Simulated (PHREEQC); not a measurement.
Dissolve 0.88 mol/kgw KCl, 0.093 mol/kgw H3BO3 and 0.065 mol/kgw NaCl at 20 °C. Closed to the air; pH follows from the charge balance.

Computed with PHREEQC (Pitzer model, pitzer.dat).

No solid was allowed to form.

Task: Predict the pH.

Result: pH 4.96.
